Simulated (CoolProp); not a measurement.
Vapour-liquid equilibrium of ethylene (1) + carbon dioxide (2) at 256 K; x and y are mole fractions of (1).

Values from CoolProp's multi-fluid Helmholtz-energy mixture model, Smukala 2000 and Span 1996; pair parameters Bell 2016.

| x | bubble pressure (kPa) | y at the bubble point | dew pressure at overall composition x (kPa) | liquid density (mol/L) |
|---|---|---|---|---|
| 0.05 | 2272 | 0.087 | 2219 | 22.46 |
| 0.15 | 2463 | 0.219 | 2364 | 21.20 |
| 0.25 | 2599 | 0.321 | 2506 | 20.04 |
| 0.35 | 2698 | 0.409 | 2634 | 18.99 |
| 0.45 | 2768 | 0.491 | 2736 | 18.04 |
| 0.55 | 2812 | 0.572 | 2802 | 17.20 |
| 0.65 | 2833 | 0.655 | 2832 | 16.45 |
| 0.75 | 2830 | 0.744 | 2829 | 15.78 |
| 0.85 | 2804 | 0.839 | 2799 | 15.20 |
| 0.95 | 2753 | 0.944 | 2749 | 14.69 |

y crosses x between x = 0.65 and 0.75: the model has an azeotrope there.

Pair parameters are fitted to limited data, so mixtures are less certain than the pure fluids.
